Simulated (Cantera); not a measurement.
Feed: 1 mol SF6, 0.23 mol H2, 0.059 mol O2, held at 2827 °C and 19.0 Pa.

Cantera equilibrium calculation (NASA polynomials, part measured and part estimated; ideal gas, pure solids and liquids). The numbers say what is thermodynamically allowed, not how fast it happens.

```csv
species,before,after
F,0.788,0.724
SF2,<1e-9,0.114
HF,0.0192,0.0875
S,0.134,0.00335
SF3,<1e-9,0.0144
H,0.0427,2.88e-6
SF,1.87e-5,0.0316
O,0.0157,0.000481
SOF2,<1e-9,0.00692
S2F2 (SSF2),<1e-9,0.00191
SF4,<1e-9,0.00178
FS2F (FSSF),<1e-9,0.000217
SO2,2.79e-8,0.00353
F2,1.46e-8,0.000908
```
Gas species are given as mole fractions.

What was changed between the two runs?
(A) pressure from 19.0 Pa to 14.0 bar
(B) temperature from 2827 °C to 827 °C
(C) H2 from 0.23 to 0.16 mol
(D) pressure from 19.0 Pa to 0.960 bar

A, pressure from 19.0 Pa to 14.0 bar. The tables' values for SF3, SOF2, S2F2 (SSF2), FS2F (FSSF) are old estimates; treat these amounts as uncertain
